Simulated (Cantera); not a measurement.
A Cantera script and its output.

```python
import numpy as np
import cantera as ct

gas = ct.Solution("gri30.yaml")
gas.TPX = 1698, 580, {'C2H4': 1, 'H2': 4.2}
reactor = ct.IdealGasConstPressureReactor(gas, energy="off", clone=False)
net = ct.ReactorNet([reactor])
net.rtol, net.atol = 1e-08, 1e-18
show = ['C2H4', 'H2', 'CH4', 'C2H6', 'CH3', 'C2H2', 'H']
times = np.geomspace(3e-06, 200, 15)

steps = ct.SolutionArray(gas, extra=["t"])
rows = []
print(f"{'t/s':>10s}{'T/K':>9s}{'P/Pa':>11s}" + "".join(f"{s:>11s}" for s in show))
for t in times:
    while net.time < t:
        t_next = net.step()
        steps.append(gas.state, t=t_next)
    rows.append([np.interp(t, steps.t, y) for y in (steps.T, steps.P, *steps(*show).X.T)])
    print(f"{t:10.3e}{rows[-1][0]:9.1f}{rows[-1][1]:11.4g}" + "".join(f"{x:11.3e}" for x in rows[-1][2:]))
rate = np.gradient(steps.T, steps.t)
print("integrator steps:", len(steps.t))
if steps.T.max() > steps.T[0] + 200:
    print(f"time of steepest temperature rise: {steps.t[rate.argmax()]:.4e} s")
gas.TPX = 1698, 580, {'C2H4': 1, 'H2': 4.2}
gas.equilibrate("TP")
print(f"equilibrium (TP): T = {gas.T:.1f} K  " + "  ".join(f"{s} {gas[s].X[0]:.3e}" for s in show))
```

Result:

```
       t/s      T/K       P/Pa       C2H4         H2        CH4       C2H6        CH3       C2H2          H
 3.000e-06   1698.0        580  1.923e-01  8.077e-01  2.863e-15  1.533e-12  1.107e-14  5.857e-06  6.342e-09
 1.086e-05   1698.0        580  1.923e-01  8.077e-01  4.210e-14  1.909e-11  2.028e-13  2.121e-05  2.331e-08
 3.934e-05   1698.0        580  1.922e-01  8.077e-01  9.076e-13  2.090e-10  4.718e-12  7.681e-05  8.652e-08
 1.425e-04   1698.0        580  1.920e-01  8.077e-01  4.027e-11  1.620e-09  9.953e-11  2.782e-04  3.191e-07
 5.159e-04   1698.0        580  1.911e-01  8.079e-01  1.617e-09  7.379e-09  1.000e-09  1.008e-03  1.166e-06
 1.868e-03   1698.0        580  1.879e-01  8.084e-01  3.098e-08  2.280e-08  4.228e-09  3.664e-03  4.244e-06
 6.764e-03   1698.0        580  1.763e-01  8.103e-01  3.518e-07  5.023e-08  1.153e-08  1.339e-02  1.512e-05
 2.449e-02   1698.0        580  1.356e-01  8.168e-01  2.903e-06  8.075e-08  2.458e-08  4.751e-02  4.176e-05
 8.870e-02   1698.0        580  4.721e-02  8.310e-01  1.150e-05  4.187e-08  3.174e-08  1.217e-01  6.920e-05
 3.212e-01   1698.0        580  2.095e-04  8.384e-01  1.806e-05  5.507e-10  1.403e-07  1.611e-01  3.202e-04
 1.163e+00   1698.0        580  3.991e-05  8.374e-01  1.913e-05  1.623e-10  6.592e-07  1.611e-01  1.423e-03
 4.212e+00   1698.0        580  3.839e-05  8.371e-01  2.908e-05  1.568e-10  1.232e-06  1.611e-01  1.750e-03
 1.525e+01   1698.0        580  3.839e-05  8.370e-01  6.561e-05  1.747e-10  2.781e-06  1.611e-01  1.750e-03
 5.523e+01   1698.0        580  3.838e-05  8.370e-01  1.642e-04  2.918e-10  6.957e-06  1.611e-01  1.750e-03
 2.000e+02   1698.0        580  3.838e-05  8.369e-01  2.288e-04  4.232e-10  9.696e-06  1.610e-01  1.749e-03
integrator steps: 994
equilibrium (TP): T = 1698.0 K  C2H4 3.838e-05  H2 8.369e-01  CH4 2.298e-04  C2H6 4.255e-10  CH3 9.737e-06  C2H2 1.610e-01  H 1.749e-03
```

Model: GRI-Mech 3.0 (53 species, 325 reactions), integrated in Cantera. GRI-Mech 3.0 was tuned for natural gas; its chemistry of ethylene as a main component is partial and can be far from experiment. GRI-Mech 3.0 stops at C3 and has no aromatics, soot or wall deposition, so with more carbon than oxygen in the feed, carbon stays in small species such as C2H2 where larger ones or solid carbon would form. Radical loss at walls, strong at low pressure, is not modelled.
